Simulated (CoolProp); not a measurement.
A Linde-Hampson liquefier for ethane: isothermal reversible compression at 320 K from 1 atm to 25 MPa, throttling to 1 atm, return gas leaving the recuperator 10 K below the feed. Each further row changes one setting.

The numbers come from the reference Helmholtz-energy equation of state, Bücker 2006 in CoolProp.

```
case                        liquid yield per pass  compression work (kJ/kg of gas)
--------------------------  ---------------------  -------------------------------
as stated                                   0.453                              378
as stated                                   0.453                              378
high pressure 50 MPa                        0.436                              436
warm-end temperature 350 K                  0.374                              443
warm-end gap 15 K                           0.446                              378
```
